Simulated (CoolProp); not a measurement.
Vapour-liquid equilibrium of C2F6 (R116) (1) + R134a (2) at -62.55 °C; x and y are mole fractions of (1).

Computed with CoolProp (multi-fluid Helmholtz-energy mixture model, Lemmon 2006 and Tillner-Roth 1994; pair parameters Bell 2016).

| x | bubble pressure, mixture model (MPa) | bubble pressure, Raoult's law (MPa) | y, mixture model | y, Raoult's law |
|---|---|---|---|---|
| 0.05 | 0.06515 | 0.02366 | 0.798 | 0.460 |
| 0.125 | 0.1187 | 0.03898 | [?] | 0.698 |
| 0.2 | 0.1510 | 0.05431 | [?] | 0.802 |
| 0.275 | 0.1691 | 0.06963 | 0.929 | 0.860 |
| 0.35 | [?] | 0.08496 | 0.934 | 0.897 |
| 0.425 | 0.1828 | 0.1003 | [?] | 0.923 |
| 0.5 | 0.1849 | 0.1156 | 0.938 | 0.942 |
| 0.575 | 0.1865 | 0.1309 | [?] | 0.956 |
| 0.65 | [?] | 0.1463 | 0.941 | 0.968 |
| 0.725 | 0.1917 | 0.1616 | [?] | 0.977 |
| 0.8 | [?] | 0.1769 | 0.950 | 0.985 |
| 0.875 | 0.2031 | 0.1922 | 0.961 | 0.991 |
| 0.95 | 0.2115 | 0.2076 | 0.981 | 0.997 |

### Question
Fill in the missing entries.

### Answer

- 0.125, y, mixture model: 0.893
- 0.2, y, mixture model: 0.918
- 0.35, bubble pressure, mixture model (MPa): 0.1784
- 0.425, y, mixture model: 0.936
- 0.575, y, mixture model: 0.939
- 0.65, bubble pressure, mixture model (MPa): 0.1885
- 0.725, y, mixture model: 0.944
- 0.8, bubble pressure, mixture model (MPa): 0.1965

The largest gap from Raoult's law is +204.5 % in bubble pressure, at x = 0.125. No azeotrope shows between x = 0.05 and 0.95.

Pair parameters are fitted to limited data, so mixtures are less certain than the pure fluids. With so large a gap from Raoult's law the liquid may split in two, which this calculation doesn't test in full.
